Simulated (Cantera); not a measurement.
A perfectly stirred reactor is fed with 23.0 % H₂, 16.0 % O₂, 60.1 % N₂, 0.852 % CO₂, at 2550 Torr; it is adiabatic with a 523 K inlet, and is followed from long to short residence time, starting on the burning branch (τ in s: 0.022, 0.01, 0.0045, 0.002, 0.0009, 0.0004, 0.00018, 8.1e-05, 3.6e-05, 1.6e-05).

Model: GRI-Mech 3.0 (53 species, 325 reactions), integrated in Cantera. The hydrogen kinetics of GRI-Mech 3.0 are dated; newer H2 mechanisms differ, most at raised pressure.

x: mole fraction; the columns are a selection and need not sum to one.

```tsv
τ (s)	T (K)	x H₂	x O₂	x NO₂	x NO	x N₂O	x O
0.022	2202	0.000877	0.0492	9.65e-7	0.000827	5.65e-7	0.000382
0.010	2200	0.00103	0.0494	5.39e-7	0.000448	6.08e-7	0.000437
0.0045	2195	0.00134	0.0495	3.22e-7	0.000256	[?]	0.000547
0.0020	2185	0.00193	0.0496	2.07e-7	0.000160	7.68e-7	0.000767
0.00090	2168	0.00297	0.0497	1.36e-7	0.000107	8.22e-7	0.00116
0.00040	2139	0.00470	0.0500	8.56e-8	7.40e-5	7.94e-7	0.00185
0.00018	2096	0.00731	0.0507	5.37e-8	5.32e-5	[?]	0.00291
8.1e-5	2032	0.0110	0.0519	3.65e-8	4.19e-5	[?]	0.00444
3.6e-5	1944	0.0161	0.0539	2.78e-8	3.64e-5	[?]	0.00648
1.6e-5	1827	0.0229	0.0573	2.15e-8	3.11e-5	[?]	0.00866
```

Task: Fill in the missing entries.

Result: 
- 0.0045, x N₂O: 6.79e-7
- 0.00018, x N₂O: 7.00e-7
- 8.1e-5, x N₂O: 5.84e-7
- 3.6e-5, x N₂O: 4.73e-7
- 1.6e-5, x N₂O: 3.74e-7
